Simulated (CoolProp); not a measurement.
The numbers come from the reference Helmholtz-energy equation of state, Platzer 1990 in CoolProp. This equation is an older, rougher fit.

Q: For R13, give the phase and the cv (kJ/(kg K)), speed of sound (m/s), Joule-Thomson coefficient (K/MPa), viscosity (µPa s) at 450 K and 0.101 MPa.

A: 
- 450 K and 0.101 MPa: gas; cv 0.703, speed of sound 199, Joule-Thomson coefficient 3.88, viscosity 20.6

Viscosity comes from a separate model (Huber 2003), an estimate that may be off by 10 % or more.
